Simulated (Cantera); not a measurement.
**Equilibrium for silicon epitaxy and polysilicon growth: SiHCl₃ + N₂**

A closed system holds: 1 mol SiHCl₃, a varied amount of N₂, equilibrated at 1225 °C and 1.30 bar.

These are equilibrium values from Cantera (NASA tables, ideal gas, pure condensed phases), not measurements of a reactor. Candidate condensed phases: NH₄Cl, Si, Si₃N₄; 28 gas species. N₂ is the only nitrogen source here; it is nearly inert below about 1500 K, so the nitride shown seldom forms there in practice. The tables' values for SiCl₃ are old estimates; treat these amounts as uncertain. The numbers say what is thermodynamically allowed, not how fast it happens.

From 9.4 mol N₂ to 85 mol N₂ the condensed part is Si₃N₄(s). The main Si-bearing gas is SiCl₄ throughout.

| n(N₂) (mol) | x N₂ | x HCl | x SiCl₄ | x H₂ | x SiCl₃ | x SiCl₂ | x SiHCl₃ | n Si₃N₄(s) |
|---|---|---|---|---|---|---|---|---|
| 9.4 | 0.860 | 0.0764 | 0.0454 | 0.00868 | 0.00604 | 0.00256 | 0.000531 | 0.141 |
| 19 | 0.926 | 0.0420 | 0.0229 | 0.00361 | 0.00357 | 0.00177 | 0.000202 | 0.142 |
| 28 | 0.948 | 0.0297 | 0.0154 | 0.00218 | 0.00264 | 0.00144 | 0.000117 | 0.142 |
| 38 | 0.961 | 0.0225 | 0.0113 | 0.00146 | 0.00208 | 0.00123 | 7.50e-5 | 0.142 |
| 47 | 0.968 | 0.0185 | 0.00902 | 0.00110 | 0.00176 | 0.00110 | 5.50e-5 | 0.142 |
| 57 | 0.974 | 0.0154 | 0.00736 | 0.000844 | 0.00151 | 0.000989 | 4.14e-5 | 0.141 |
| 66 | 0.977 | 0.0135 | 0.00630 | 0.000692 | 0.00134 | 0.000914 | 3.33e-5 | 0.141 |
| 76 | 0.980 | 0.0118 | 0.00542 | 0.000571 | 0.00120 | 0.000847 | 2.70e-5 | 0.140 |
| 85 | 0.982 | 0.0106 | 0.00481 | 0.000490 | 0.00110 | 0.000797 | 2.29e-5 | 0.140 |
x: gas mole fraction; n: condensed amount in mol.
